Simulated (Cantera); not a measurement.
Cantera run:

```python
import numpy as np
import cantera as ct

gas_names = [...]  # 123 gases of nasa_gas.yaml made of C, H, O, Si
cond_names = """
    C(gr) C6H6(L) C7H8(L) C8H18(L),n-octa H2O(s) H2O(L) Si(cr) Si(L) SiC(b) SiO2(Lqz) SiO2(hqz) SiO2(L)
""".split()


# ... load() reads the species with a 1 bar reference pressure and builds the phases ...
atoms = {
    'HMDSO': {'Si': 2, 'C': 6, 'H': 18, 'O': 1},
    'H2O': {'H': 2, 'O': 1},
}
top_T = {'C(gr)': 4500, 'SiC(b)': 3050}  # K; cautious upper limits of use, not melting points


# ... equilibrate(T, P, feed) seeds the gas with the atoms and calls Mixture.equilibrate('TP', solver="vcs", rtol=1e-11, max_steps=5000) ...
results = []
T = 1700  # K
P = 1333.22  # Pa
for m in [1.2, 1.5, 1.9, 2.4, 3.1, 3.9, 5, 6.3]:
    feed = {'HMDSO': 1, 'H2O': m}  # mol
    mix = equilibrate(T, P, feed)
    results.append((T, P, feed, dict(zip(mix.species_names, mix.species_moles))))

top = {s: max(r[3][s] / sum(r[3][g] for g in gas_names) for r in results) for s in gas_names}
cols = sorted((s for s in top if top[s] > 1e-06), key=lambda s: -top[s])[:8]
seen = [c for c in cond_names if any(r[3].get(c, 0) > 1e-12 for r in results)]
print("log10 of partial pressures in bar; condensed amounts in mol")
print(f"{'n(H2O)':>10s}" + "".join(f"{s[:9]:>10s}" for s in cols + seen))
for T, P, feed, n in results:
    ng = sum(n[g] for g in gas_names)
    print(f"{feed['H2O']:10.4g}" + "".join(f"{np.log10(max(n[s] / ng * P / 1e5, 1e-99)):10.3f}" for s in cols)
          + "".join(f"{n.get(c, 0):10.4g}" for c in seen))
```

It prints:

```
log10 of partial pressures in bar; condensed amounts in mol
    n(H2O)        H2        CO       SiO         H C2H2,acet       CH4       H2O        Si     C(gr)    SiC(b)
       1.2    -1.961    -2.628    -5.016    -4.812    -6.095    -6.881    -7.905    -7.997     1.816     1.991
       1.5    -1.968    -2.593    -4.981    -4.816    -6.103    -6.897    -7.878    -7.997     1.519      1.99
       1.9    -1.978    -2.555    -4.942    -4.821    -6.112    -6.917    -7.849    -7.997     1.122     1.988
       2.4    -1.989    -2.516    -4.904    -4.826    -6.123    -6.939    -7.821    -7.997     0.626     1.986
       3.1    -2.002    -2.477    -4.383    -4.833    -6.619    -7.206    -7.555    -7.756         0      1.95
       3.9    -2.015    -2.477    -3.473    -4.839    -7.542    -7.688    -7.113    -7.301         0      1.55
         5    -2.031    -2.477    -3.176    -4.847    -7.854    -7.866    -6.980    -7.153         0         1
       6.3    -2.045    -2.477    -3.012    -4.854    -8.033    -7.977    -6.912    -7.071         0      0.35
```

These are equilibrium values from Cantera (NASA tables, ideal gas, pure condensed phases), not measurements of a reactor. The feed counts by its element totals alone.
